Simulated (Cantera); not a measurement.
**Low-pressure radical oxidation in H2/O2**

An isothermal, constant-pressure homogeneous reactor starts with H2 : O2 = 0.0091 : 1 (molar parts), equivalence ratio 0.0046, at 1400 K and 2670 Pa.

Computed with Cantera and the H2/O2 subset of GRI-Mech 3.0, which has no nitrogen chemistry. Radical loss at walls, strong at low pressure, is not modelled.

```json
[
 {"t (s)": "0.000200", "x H2": "0.00902", "x O2": "0.991", "x H2O": "7.32e-8", "x OH": "1.25e-7", "x H2O2": "4.99e-11"},
 {"t (s)": "0.000743", "x H2": "0.00901", "x O2": "0.991", "x H2O": "4.81e-6", "x OH": "3.99e-6", "x H2O2": "5.31e-10"},
 {"t (s)": "0.00276", "x H2": "0.000445", "x O2": "0.983", "x H2O": "0.00749", "x OH": "0.00183", "x H2O2": "3.35e-8"},
 {"t (s)": "0.0102", "x H2": "3.04e-5", "x O2": "0.983", "x H2O": "0.00830", "x OH": "0.00116", "x H2O2": "1.71e-8"},
 {"t (s)": "0.0381", "x H2": "2.48e-5", "x O2": "0.984", "x H2O": "0.00840", "x OH": "0.00105", "x H2O2": "1.60e-8"},
 {"t (s)": "0.141", "x H2": "1.33e-5", "x O2": "0.987", "x H2O": "0.00861", "x OH": "0.000769", "x H2O2": "1.25e-8"},
 {"t (s)": "0.525", "x H2": "3.32e-6", "x O2": "0.990", "x H2O": "0.00885", "x OH": "0.000386", "x H2O2": "6.18e-9"},
 {"t (s)": "1.95", "x H2": "4.54e-7", "x O2": "0.991", "x H2O": "0.00899", "x OH": "0.000143", "x H2O2": "1.63e-9"},
 {"t (s)": "7.25", "x H2": "6.33e-8", "x O2": "0.991", "x H2O": "0.00903", "x OH": "5.35e-5", "x H2O2": "3.35e-10"},
 {"t (s)": "26.9", "x H2": "2.58e-8", "x O2": "0.991", "x H2O": "0.00904", "x OH": "3.42e-5", "x H2O2": "1.67e-10"},
 {"t (s)": "100", "x H2": "2.53e-8", "x O2": "0.991", "x H2O": "0.00904", "x OH": "3.39e-5", "x H2O2": "1.64e-10"}
]
```
x: mole fraction; the columns are a selection and need not sum to one.

Equilibrium at this temperature and pressure: H2 2.53e-8, O2 0.991, H2O 0.00904, OH 3.39e-5, H2O2 1.64e-10 (gas phase only).
